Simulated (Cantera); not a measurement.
Input: 1 mol B2O3, a varied amount of NH3, 1.2 mol N2, 2.5 mol H2O, held at 1248.15 K and 100000 Pa.

Equilibrium computed with Cantera from the NASA thermochemical tables; the gas is ideal and each condensed phase is pure. Candidate condensed phases: B, BN, B2O3, B3O3H3, H2O; 39 gas species. Gases not in the tables: H3BO3. Kinetics and transport are ignored.

x: gas mole fraction; n: condensed amount in mol.

| n(NH3) (mol) | x H2 | x H2O | x N2 | x (HBO2)3 | n B2O3(l) |
|---|---|---|---|---|---|
| 0.59 | 0.182 | 0.507 | 0.307 | [?] | 0.971 |
| 0.81 | 0.229 | 0.465 | 0.302 | [?] | 0.972 |
| 1.1 | 0.280 | 0.420 | 0.297 | [?] | 0.973 |
| 1.5 | 0.336 | 0.370 | 0.291 | [?] | 0.975 |
| 2.1 | 0.399 | 0.314 | 0.285 | [?] | 0.976 |
| 2.8 | 0.452 | 0.266 | 0.280 | [?] | 0.977 |
| 3.9 | 0.509 | 0.216 | 0.274 | [?] | 0.979 |
| 5.3 | 0.556 | 0.173 | 0.269 | [?] | 0.980 |
| 7.3 | 0.598 | 0.136 | 0.265 | [?] | 0.981 |
| 10 | 0.633 | 0.105 | 0.262 | [?] | 0.982 |
| 14 | 0.662 | 0.0783 | 0.259 | [?] | 0.983 |
| 19 | 0.683 | 0.0595 | 0.257 | [?] | 0.983 |

Q: Some entries are withheld; supply them.

A: 
- 0.59, x (HBO2)3: 0.00354
- 0.81, x (HBO2)3: 0.00312
- 1.1, x (HBO2)3: 0.00267
- 1.5, x (HBO2)3: 0.00221
- 2.1, x (HBO2)3: 0.00172
- 2.8, x (HBO2)3: 0.00135
- 3.9, x (HBO2)3: 0.000983
- 5.3, x (HBO2)3: 0.000709
- 7.3, x (HBO2)3: 0.000490
- 10, x (HBO2)3: 0.000333
- 14, x (HBO2)3: 0.000215
- 19, x (HBO2)3: 0.000143
